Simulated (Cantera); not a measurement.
## Stirred combustor or abatement burner

A perfectly stirred reactor is fed with CH4 : C2H6 : C3H8 : O2 : N2 : H2O = 1 : 0.16 : 0.038 : 3.02 : 11.4 : 0.3 (molar parts), equivalence ratio 0.91, at 17.0 bar; it is adiabatic with a 450 K inlet, and is followed from long to short residence time, starting on the burning branch (τ in s: 0.052, 0.022, 0.0092, 0.0038, 0.0016, 0.00067, 0.00028, 0.00012, 4.9e-05, 2.1e-05, 8.6e-06, 3.6e-06).

Cantera simulation using GRI-Mech 3.0 (53 species, 325 reactions); the numbers are that mechanism's predictions, not measurements. The pressure lies above the range GRI-Mech 3.0 was tuned for (to about 10 atm).

```
τ (s)    T (K)     x CH4   x C2H6   x C3H8    x CH2O    x HCO
-------  -----  --------  -------  -------  --------  -------
0.052     2247   7.24e-7  1.30e-8  3.35e-9   1.36e-7  2.75e-9
0.022     2247   1.66e-6  3.02e-8  7.83e-9   3.16e-7  6.24e-9
0.0092    2247   3.82e-6  7.12e-8  1.84e-8   7.34e-7  1.47e-8
0.0038    2243   8.60e-6  1.69e-7  4.35e-8   1.67e-6  3.53e-8
0.0016    2236   1.82e-5  3.87e-7  9.89e-8   3.59e-6  8.36e-8
0.00067   2222   3.66e-5  8.79e-7  2.20e-7   7.31e-6  1.99e-7
0.00028   2200   7.21e-5  1.97e-6  4.80e-7   1.43e-5  4.78e-7
0.00012   2166  0.000142  4.34e-6  1.01e-6   2.72e-5  1.12e-6
4.9e-5    2109  0.000319  1.06e-5  2.34e-6   5.65e-5  2.78e-6
2.1e-5    1973   0.00131  4.59e-5  8.78e-6  0.000176  6.65e-6
8.6e-6     450    0.0628   0.0101  0.00239    <1e-12   <1e-12
3.6e-6     450    0.0628   0.0101  0.00239    <1e-12   <1e-12
```
x: mole fraction; the columns are a selection and need not sum to one.
